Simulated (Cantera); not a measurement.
NO annealing gas

An isothermal, constant-pressure homogeneous reactor starts with NO : N2 = 1 : 0.18 (molar parts), at 1825 K and 1350 Torr.

Cantera simulation using GRI-Mech 3.0 (53 species, 325 reactions); the numbers are that mechanism's predictions, not measurements.

```json
[
 {"t (s)": "2.00e-6", "x NO": "0.847", "x N2": "0.153", "x O2": "5.63e-10", "x O": "5.53e-7", "x NO2": "1.94e-7", "x N2O": "7.45e-7"},
 {"t (s)": "1.50e-5", "x NO": "0.847", "x N2": "0.153", "x O2": "1.48e-8", "x O": "1.24e-6", "x NO2": "4.40e-6", "x N2O": "5.55e-6"},
 {"t (s)": "0.000112", "x NO": "0.847", "x N2": "0.153", "x O2": "3.64e-7", "x O": "2.09e-6", "x NO2": "4.21e-5", "x N2O": "3.93e-5"},
 {"t (s)": "0.000843", "x NO": "0.847", "x N2": "0.153", "x O2": "4.59e-5", "x O": "8.01e-6", "x NO2": "0.000335", "x N2O": "0.000200"},
 {"t (s)": "0.00632", "x NO": "0.842", "x N2": "0.155", "x O2": "0.00192", "x O": "1.35e-5", "x NO2": "0.000631", "x N2O": "0.000315"},
 {"t (s)": "0.0474", "x NO": "0.812", "x N2": "0.170", "x O2": "0.0169", "x O": "1.96e-5", "x NO2": "0.000906", "x N2O": "0.000291"},
 {"t (s)": "0.356", "x NO": "0.634", "x N2": "0.259", "x O2": "0.105", "x O": "3.92e-5", "x NO2": "0.00147", "x N2O": "0.000173"},
 {"t (s)": "2.67", "x NO": "0.212", "x N2": "0.470", "x O2": "0.317", "x O": "6.53e-5", "x NO2": "0.000831", "x N2O": "1.89e-5"},
 {"t (s)": "20.0", "x NO": "0.0198", "x N2": "0.566", "x O2": "0.414", "x O": "7.41e-5", "x NO2": "8.88e-5", "x N2O": "5.02e-7"}
]
```
x: mole fraction; the columns are a selection and need not sum to one.

Equilibrium at this temperature and pressure: NO 0.00548, N2 0.574, O2 0.421, O 7.48e-5, NO2 2.48e-5, N2O 3.59e-7 (gas phase only).
